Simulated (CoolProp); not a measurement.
Vapour-liquid equilibrium of CHF3 (R23) (1) + R22 (2) at -97.35 °C; x and y are mole fractions of (1).

Model: multi-fluid Helmholtz-energy mixture model, Penoncello 2003 and Kamei 1995; pair parameters Bell 2016, in CoolProp.

| x | bubble pressure (MPa) | y at the bubble point | dew pressure at overall composition x (MPa) | liquid density (mol/L) |
|---|---|---|---|---|
| 0.05 | 0.005192 | 0.529 | 0.002691 | 18.24 |
| 0.2 | 0.01237 | 0.830 | 0.003169 | 18.69 |
| 0.35 | 0.01840 | 0.904 | 0.003853 | 19.16 |
| 0.5 | 0.02344 | 0.938 | 0.004913 | 19.65 |
| 0.65 | 0.02784 | 0.960 | 0.006771 | 20.16 |
| 0.8 | 0.03202 | 0.977 | 0.01086 | 20.69 |
| 0.95 | 0.03650 | 0.994 | 0.02575 | 21.26 |

No azeotrope shows between x = 0.05 and 0.95.

The pair parameters rest on a limited set of measurements; away from them the model extrapolates.
